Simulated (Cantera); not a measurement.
An isothermal, constant-pressure homogeneous reactor starts with CH4 : H2O : H2 = 1 : 1.1 : 0.17 (molar parts), at 1373 K and 0.120 bar.

Detailed kinetics in Cantera: GRI-Mech 3.0 (53 species, 325 reactions).

Question: Predict: x(CH4) at 20.0 s; x(H2O) at 20.0 s; x(H2) at 20.0 s; x(CH2O) at 20.0 s; x(C2H2) at 20.0 s.

Answer: 
```json
{
  "x(CH4) at 20.0 s": "0.255 (gas-phase equilibrium 1.56e-6)",
  "x(H2O) at 20.0 s": "0.418 (gas-phase equilibrium 0.0204)",
  "x(H2) at 20.0 s": "0.261 (gas-phase equilibrium 0.745)",
  "x(CH2O) at 20.0 s": "2.23e-7 (gas-phase equilibrium 9.44e-9)",
  "x(C2H2) at 20.0 s": "0.0596 (gas-phase equilibrium 2.84e-11)"
}
```
